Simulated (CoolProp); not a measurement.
The fluid at 401.07 K and 0.852 MPa (stagnation) flows isentropically through a choked orifice. The same conditions are run with several fluids, on thermodynamics alone (safety and materials aside).

Values from CoolProp's reference Helmholtz-energy equation of state of each fluid (neopentane: Lemmon 2006; R142b: Lemmon 2006; normal hydrogen: Leachman 2009; hydrogen chloride: Thol 2018; R1224YDZ: Akasaka 2023).

```tsv
fluid	throat to inlet pressure ratio	mass flux (kg/(m² s))	throat temperature (K)
neopentane	0.609	2540	388.2
R142b	[?]	[?]	381.7
normal hydrogen	0.527	453	334.1
hydrogen chloride	0.529	1950	334.1
R1224YDZ	[?]	3660	[?]
```

Question: Complete the blanks.

Answer: 
- R142b, throat to inlet pressure ratio: 0.594
- R142b, mass flux (kg/(m² s)): 3010
- R1224YDZ, throat to inlet pressure ratio: 0.605
- R1224YDZ, throat temperature (K): 386.3
